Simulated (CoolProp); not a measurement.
Vapour-liquid equilibrium of methanol (1) + ethanol (2) at 1180 kPa; x and y are mole fractions of (1).

Computed with CoolProp (multi-fluid Helmholtz-energy mixture model, de Reuck 1993 and Schroeder 2014; pair parameters Bell 2016).

Task: Give the bubble temperature and the first vapour's composition at x = 0.35, 0.8, 0.95. Is there an azeotrope?

Result: x = 0.35: 425.4 K, y = 0.411; x = 0.8: 419.2 K, y = 0.843; x = 0.95: 417.0 K, y = 0.963. No azeotrope shows between x = 0.05 and 0.95.

The pair parameters rest on a limited set of measurements; away from them the model extrapolates.
